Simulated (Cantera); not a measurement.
Feed: 1 mol Cr, 2.3 mol NH₃, equilibrated at 2125 °C and 0.350 bar.

Method: chemical equilibrium by Gibbs-energy minimisation in Cantera with the NASA 1993 tables (ideal gas, pure condensed phases). Candidate condensed phases: Cr, CrN, Cr₂N; 11 gas species. Equilibrium is a limit: real reactors are often held back by kinetics, nucleation or transport.

**Question.** What is the equilibrium state?

**Answer.** 
```json
{
  "x(H₂)": "0.645",
  "x(N₂)": "0.219",
  "x(Cr)": "0.114",
  "x(H)": "0.0214",
  "n(Cr(l))": "0.398 mol",
  "gas_amount": "5.258 mol"
}
```
